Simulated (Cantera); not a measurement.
What does this Cantera script print?

```python
import numpy as np
import cantera as ct

gas_names = """
    B BH BH2 BH3 BN BO BO2 B2 B2O B2O2 B2O3 B3O3H3 H HBO HBO2 HNO HNO2 HNO3 HO2 H2 H2O H2O2 H3B3O6 N NH
    NH2 NH3 NH2OH NO NO2 NO3 N2 N2H2 N2H4 N2O O OH O2 O3
""".split()
cond_names = """
    B(b) B(L) BN(s) B2O3(L) B3O3H3(cr) H2O(s) H2O(L)
""".split()


# ... load() reads the species with a 1 bar reference pressure and builds the phases ...
atoms = {
    'B2H6': {'B': 2, 'H': 6},
    'H2O': {'H': 2, 'O': 1},
    'N2': {'N': 2},
}
top_T = {'BN(s)': 3200}  # K; cautious upper limits of use, not melting points


# ... equilibrate(T, P, feed) seeds the gas with the atoms and calls Mixture.equilibrate('TP', solver="vcs", rtol=1e-11, max_steps=5000) ...
results = []
feed = {'B2H6': 1, 'H2O': 0.083, 'N2': 26}  # mol
P = 133.322  # Pa
for T in [998, 1048, 1098, 1148, 1198, 1248, 1298, 1348]:
    mix = equilibrate(T, P, feed)
    results.append((T, P, feed, dict(zip(mix.species_names, mix.species_moles))))

top = {s: max(r[3][s] / sum(r[3][g] for g in gas_names) for r in results) for s in gas_names}
cols = sorted((s for s in top if top[s] > 1e-06), key=lambda s: -top[s])[:9]
seen = [c for c in cond_names if any(r[3].get(c, 0) > 1e-12 for r in results)]
print("log10 of partial pressures in bar; condensed amounts in mol")
print(f"{'T/K':>10s}" + "".join(f"{s[:9]:>10s}" for s in cols + seen))
for T, P, feed, n in results:
    ng = sum(n[g] for g in gas_names)
    print(f"{T:10.4g}" + "".join(f"{np.log10(max(n[s] / ng * P / 1e5, 1e-99)):10.3f}" for s in cols)
          + "".join(f"{n.get(c, 0):10.4g}" for c in seen))
```

Result:

```
log10 of partial pressures in bar; condensed amounts in mol
       T/K        N2        H2      HBO2      B2O3       HBO       H2O         H      B2O2        BO     BN(s)   B2O3(L)
       998    -2.926    -3.835    -8.012   -11.517   -10.332    -6.824   -10.585   -15.055   -15.232     1.947   0.02647
      1048    -2.926    -3.835    -7.582   -10.524    -9.601    -6.832   -10.030   -13.723   -14.003     1.947   0.02626
      1098    -2.926    -3.836    -7.194    -9.626    -8.938    -6.841    -9.524   -12.515   -12.889     1.947   0.02574
      1148    -2.926    -3.836    -6.843    -8.810    -8.335    -6.851    -9.063   -11.415   -11.873     1.948   0.02459
      1198    -2.926    -3.836    -6.523    -8.065    -7.783    -6.861    -8.639   -10.410   -10.944     1.949   0.02218
      1248    -2.926    -3.836    -6.231    -7.382    -7.277    -6.871    -8.249    -9.487   -10.090      1.95    0.0172
      1298    -2.926    -3.837    -5.963    -6.754    -6.812    -6.882    -7.889    -8.638    -9.304     1.953  0.006603
      1348    -2.926    -3.838    -5.911    -6.466    -6.479    -6.990    -7.555    -8.048    -8.675     1.952         0
```

Cantera equilibrium calculation (NASA polynomials, part measured and part estimated; ideal gas, pure solids and liquids). The feed counts by its element totals alone. N2 is the only nitrogen source here; it is nearly inert below about 1500 K, so the nitride shown seldom forms there in practice. Mutual solubility and eutectic melting of coexisting phases are not modelled.
